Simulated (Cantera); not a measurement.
Premixed flame

A freely propagating, adiabatic, planar premixed flame of H2 : O2 : N2 = 1 : 0.685 : 2.58 (molar parts), equivalence ratio 0.73, unburnt at 498 K and 1000000 Pa; mixture-averaged transport, grid criteria slope 0.08 and curve 0.16, no radiation.

Model: the H2/O2 subset of GRI-Mech 3.0, which has no nitrogen chemistry, integrated in Cantera. The hydrogen kinetics of GRI-Mech 3.0 are dated; newer H2 mechanisms differ, most at raised pressure. Burning velocities carry a grid error of a few per cent, more on coarse grids.

| z (mm) | T (K) | u (m/s) | x H2 | x O2 | x H2O2 | x OH | x O | x HO2 |
|---|---|---|---|---|---|---|---|---|
| -0.0918 | 498 | 1.64 | 0.232 | 0.161 | 3.65e-8 | <1e-8 | <1e-8 | 8.72e-8 |
| -0.0612 | 500 | 1.63 | 0.227 | 0.162 | 3.37e-7 | <1e-8 | <1e-8 | 7.98e-7 |
| -0.0459 | 505 | 1.63 | 0.219 | 0.164 | 1.85e-6 | <1e-8 | <1e-8 | 4.39e-6 |
| -0.0306 | 532 | 1.68 | 0.197 | 0.167 | 1.66e-5 | <1e-8 | 1.07e-7 | 4.13e-5 |
| -0.0153 | 751 | 2.26 | 0.140 | 0.165 | 0.000190 | 2.25e-5 | 1.14e-5 | 0.000732 |
| -0.00765 | 1103 | 3.25 | 0.0962 | 0.144 | 0.000255 | 0.000525 | 0.000250 | 0.00107 |
| 0 | 1496 | 4.37 | 0.0540 | 0.110 | 3.30e-5 | 0.00241 | 0.00153 | 0.000598 |
| 0.00765 | 1759 | 5.13 | 0.0263 | 0.0810 | 5.67e-6 | 0.00570 | 0.00290 | 0.000293 |
| 0.0153 | 1906 | 5.56 | 0.0137 | 0.0664 | 3.84e-6 | 0.00812 | 0.00321 | 0.000158 |
| 0.0306 | 2042 | 5.94 | 0.00604 | 0.0578 | 2.43e-6 | 0.00872 | 0.00233 | 6.69e-5 |
| 0.0612 | 2126 | 6.17 | 0.00240 | 0.0554 | 1.40e-6 | 0.00648 | 0.00101 | 2.45e-5 |
| 0.122 | 2161 | 6.26 | 0.000834 | 0.0551 | 8.20e-7 | 0.00415 | 0.000373 | 9.59e-6 |
| 0.245 | 2172 | 6.29 | 0.000393 | 0.0552 | 6.23e-7 | 0.00307 | 0.000196 | 6.07e-6 |
x: mole fraction of selected species; z is measured from the peak of heat release.

```
Property                     Result
------------------------  ---------
laminar burning velocity   164 cm/s
thermal thickness         0.0306 mm
peak x(H2O2)               0.000274
peak x(OH)                  0.00892
peak x(O)                   0.00323
peak x(HO2)                 0.00113
```
